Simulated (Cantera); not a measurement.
Charge: 1 mol MgO, 0.088 mol HI, 0.076 mol N2, at 1325 K and 0.100 bar.

These are equilibrium values from Cantera (NASA tables, ideal gas, pure condensed phases), not measurements of a reactor. Candidate condensed phases: H2O, I2, Mg, MgI2, MgO, Mg(OH)2; 36 gas species. Equilibrium is a limit: real reactors are often held back by kinetics, nucleation or transport.

Base state: N2 0.412, I 0.221, HI 0.203, H2 0.127, I2 0.0167, H2O 0.00980, MgI2 0.00980 (mole fractions); condensed: MgO(s).

What changes in the equilibrium state with this change: HI from 0.088 to 0.033 mol?


| species | before | after |
|---|---|---|
| N2 | 0.412 | 0.646 |
| I | 0.221 | 0.147 |
| HI | 0.203 | 0.108 |
| I2 | 0.0167 | 0.00742 |
| H2 | 0.127 | 0.0811 |
| MgI2 | 0.00980 | 0.00521 |
| H2O | 0.00980 | 0.00521 |
| MgO(s), mol | 0.998 | 0.999 |
